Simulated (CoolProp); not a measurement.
Vapour-liquid equilibrium of ethanol (1) + n-octane (2) at 173 kPa; x and y are mole fractions of (1).

Model: multi-fluid Helmholtz-energy mixture model, Schroeder 2014 and Beckmüller 2019; pair parameters Bell 2016, in CoolProp.

```csv
x,bubble temperature (°C),y at the bubble point,dew temperature at overall composition x (°C),liquid density (mol/L)
0.05,119.8,0.507,143.9,5.566
0.2,98.5,0.761,137.1,6.365
0.35,95.0,0.796,129.3,7.198
0.5,94.1,0.806,120.2,8.257
0.65,93.5,0.819,109.0,9.679
0.8,92.7,0.854,94.6,11.65
0.95,92.4,0.946,92.4,14.46
```

y crosses x between x = 0.8 and 0.95: the model has an azeotrope there.

The pair parameters rest on a limited set of measurements; away from them the model extrapolates. With so large a gap from Raoult's law the liquid may split in two, which this calculation doesn't test in full.
